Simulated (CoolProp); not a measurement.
Vapour-liquid equilibrium of R143a (1) + propane (2) at -43.85 °C; x and y are mole fractions of (1).

Computed with CoolProp (multi-fluid Helmholtz-energy mixture model, Lemmon and Jacobsen 2000 and Lemmon 2009; pair parameters Bell 2016).

| x | bubble pressure, mixture model (MPa) | bubble pressure, Raoult's law (MPa) | y, mixture model | y, Raoult's law |
|---|---|---|---|---|
| 0.05 | 0.1143 | 0.09504 | ? | 0.062 |
| 0.125 | 0.1333 | 0.09690 | 0.358 | 0.153 |
| 0.2 | 0.1439 | 0.09877 | 0.431 | 0.240 |
| 0.275 | 0.1497 | 0.1006 | 0.473 | 0.324 |
| 0.35 | 0.1529 | 0.1025 | 0.502 | 0.405 |
| 0.425 | 0.1547 | 0.1044 | 0.524 | 0.483 |
| 0.5 | ? | 0.1062 | 0.544 | 0.559 |
| 0.575 | 0.1559 | 0.1081 | 0.566 | 0.631 |
| 0.65 | 0.1553 | 0.1100 | 0.592 | 0.701 |
| 0.725 | 0.1534 | 0.1118 | 0.627 | 0.769 |
| 0.8 | 0.1494 | 0.1137 | 0.677 | 0.835 |
| 0.875 | 0.1422 | 0.1156 | 0.752 | 0.899 |
| 0.95 | ? | 0.1174 | 0.872 | 0.960 |

Problem. Some entries are withheld; supply them.

Solution. 
- 0.05, y, mixture model: 0.210
- 0.5, bubble pressure, mixture model (MPa): 0.1557
- 0.95, bubble pressure, mixture model (MPa): 0.1303

The largest gap from Raoult's law is +49.2 % in bubble pressure, at x = 0.35. y crosses x between x = 0.5 and 0.575: the model has an azeotrope there.

The pair parameters rest on a limited set of measurements; away from them the model extrapolates.
